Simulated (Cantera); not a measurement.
**Equilibrium for silicon epitaxy and polysilicon growth: Si₂Cl₆ + N₂**

A closed system holds: 1 mol Si₂Cl₆, 72 mol N₂, at 1.00 bar.

Equilibrium computed with Cantera from the NASA thermochemical tables; the gas is ideal and each condensed phase is pure. Candidate condensed phases: Si, Si₃N₄; 13 gas species. The feed counts by its element totals alone. N₂ is the only nitrogen source here; it is nearly inert below about 1500 K, so the nitride shown seldom forms there in practice. The tables' values for SiCl₃ are old estimates; treat these amounts as uncertain. Equilibrium is a limit: real reactors are often held back by kinetics, nucleation or transport.

```tsv
T (K)	x N₂	x SiCl₄	x SiCl₃	x SiCl₂	x Cl	x Cl₂	x SiCl	n Si₃N₄(s)
973	0.979	0.0205	2.83e-6	1.12e-8	5.04e-10	3.86e-12	<1e-12	0.167
1023	0.979	0.0205	7.74e-6	6.17e-8	1.99e-9	1.34e-11	<1e-12	0.167
1073	0.979	0.0205	1.92e-5	2.88e-7	6.90e-9	4.12e-11	<1e-12	0.167
1123	0.979	0.0205	4.39e-5	1.17e-6	2.15e-8	1.15e-10	<1e-12	0.166
1173	0.979	0.0204	9.33e-5	4.20e-6	6.06e-8	2.93e-10	<1e-12	0.166
1223	0.979	0.0204	0.000186	1.36e-5	1.57e-7	6.92e-10	<1e-12	0.165
1273	0.979	0.0202	0.000350	3.97e-5	3.79e-7	1.53e-9	3.14e-12	0.164
1323	0.979	0.0200	0.000624	0.000107	8.53e-7	3.16e-9	2.17e-11	0.162
1373	0.979	0.0196	0.00106	0.000265	1.81e-6	6.18e-9	1.29e-10	0.157
1423	0.979	0.0189	0.00171	0.000610	3.62e-6	1.14e-8	6.77e-10	0.149
1473	0.978	0.0178	0.00261	0.00131	6.88e-6	2.01e-8	3.14e-9	0.135
1523	0.977	0.0163	0.00378	0.00262	1.24e-5	3.33e-8	1.30e-8	0.112
1573	0.976	0.0141	0.00511	0.00487	2.13e-5	5.20e-8	4.84e-8	0.0757
```
x: gas mole fraction; n: condensed amount in mol.

From 973 K to 1573 K the condensed part is Si₃N₄(s). The main Si-bearing gas is SiCl₄ throughout.
